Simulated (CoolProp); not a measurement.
Vapour-liquid equilibrium of methanol (1) + toluene (2) at 85.65 °C; x and y are mole fractions of (1).

Model: multi-fluid Helmholtz-energy mixture model, de Reuck 1993 and Lemmon 2006; pair parameters Bell 2016, in CoolProp.

```
x     bubble pressure (MPa)  y at the bubble point  dew pressure at overall composition x (MPa)  liquid density (mol/L)
----  ---------------------  ---------------------  -------------------------------------------  ----------------------
0.05                 0.1062                  0.559                                      0.04976                   8.992
0.2                  0.1799                  0.750                                      0.05953                   9.906
0.35                 0.1962                      ?                                      0.07293                   11.06
0.5                       ?                      ?                                            ?                   12.56
0.65                 0.2074                      ?                                       0.1324                   14.55
0.8                  0.2151                  0.857                                       0.2052                   17.26
0.95                 0.2204                  0.953                                       0.2203                   21.06
```

Some entries are withheld; supply them.


- 0.35, y at the bubble point: 0.778
- 0.5, bubble pressure (MPa): 0.2015
- 0.5, y at the bubble point: 0.789
- 0.5, dew pressure at overall composition x (MPa): 0.09410
- 0.65, y at the bubble point: 0.809

No azeotrope shows between x = 0.05 and 0.95.

Pair parameters are fitted to limited data, so mixtures are less certain than the pure fluids. With so large a gap from Raoult's law the liquid may split in two, which this calculation doesn't test in full.
